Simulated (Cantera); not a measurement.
An isothermal, constant-pressure homogeneous reactor starts with NH3 : H2 = 1 : 0.14 (molar parts), at 2348 K and 1700 Pa.

Model: the gas-phase N/H chemistry of the illustrative SiF4/NH3 mechanism in the Surface Chemkin manual (1991), integrated in Cantera. Walls and surfaces, which speed up NH3 decomposition in real reactors, are not modelled.

Problem. Predict: x(NH3) at 1.00 s; x(H2) at 1.00 s; x(N2) at 1.00 s; x(N) at 1.00 s.

Solution. 
- x(NH3) at 1.00 s: 2.39e-6 (gas-phase equilibrium 5.77e-8)
- x(H2) at 1.00 s: 0.725 (gas-phase equilibrium 0.696)
- x(N2) at 1.00 s: 0.228 (gas-phase equilibrium 0.224)
- x(N) at 1.00 s: 1.77e-6 (gas-phase equilibrium 2.36e-7)
